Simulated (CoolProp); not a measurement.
Vapour-liquid equilibrium of CH2F2 (R32) (1) + R142b (2) at 708 kPa; x and y are mole fractions of (1).

Computed with CoolProp (multi-fluid Helmholtz-energy mixture model, Tillner-Roth 1997 and Lemmon 2006; pair parameters Bell 2016).

Problem. Give the bubble temperature and the first vapour's composition at x = 0.2, 0.65, 0.95. Is there an azeotrope?

Solution. x = 0.2: 302.3 K, y = 0.524; x = 0.65: 277.9 K, y = 0.884; x = 0.95: 270.1 K, y = 0.983. No azeotrope shows between x = 0.05 and 0.95.

Pair parameters are fitted to limited data, so mixtures are less certain than the pure fluids.
